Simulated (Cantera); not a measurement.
An adiabatic, constant-volume homogeneous reactor starts with 3.74 % CH4, 20.3 % O2, 76.0 % N2, at 1150 K and 10.0 bar.

Computed with Cantera and GRI-Mech 3.0 (53 species, 325 reactions).

x: mole fraction; the columns are a selection and need not sum to one.

```
t (s)     T (K)  P (bar)   x CH4   x O2    x CH2O       x H    x C2H6
--------  -----  -------  ------  -----  --------  --------  --------
4.00e-6    1150     10.0  0.0374  0.203  8.36e-11    <1e-12    <1e-12
1.19e-5    1150     10.0  0.0374  0.203  7.52e-10  1.46e-12    <1e-12
3.56e-5    1150     10.0  0.0374  0.203   6.97e-9  4.36e-12  2.76e-11
0.000106   1150    10.00  0.0374  0.203   7.09e-8  1.70e-11  9.32e-10
0.000317   1150     10.0  0.0374  0.203   9.28e-7  1.08e-10         …
0.000948   1150     10.0  0.0374  0.203   1.36e-5  6.97e-10         …
0.00283    1152     10.0  0.0372  0.202  0.000121   3.76e-9         …
0.00844    2174     18.9  <1e-12  0.127    <1e-12   7.69e-6    <1e-12
0.0252     2170     18.9  <1e-12  0.126    <1e-12   7.41e-6    <1e-12
0.0752     2161     18.8  <1e-12  0.125    <1e-12   6.85e-6    <1e-12
0.224      2152     18.7  <1e-12  0.123    <1e-12   6.38e-6    <1e-12
0.670      2151     18.7  <1e-12  0.123    <1e-12   6.32e-6    <1e-12
2.00       2151     18.7  <1e-12  0.123    <1e-12   6.32e-6    <1e-12
```

What belongs in the gaps?


- 0.000317, x C2H6: 4.91e-8
- 0.000948, x C2H6: 2.42e-6
- 0.00283, x C2H6: 3.12e-5
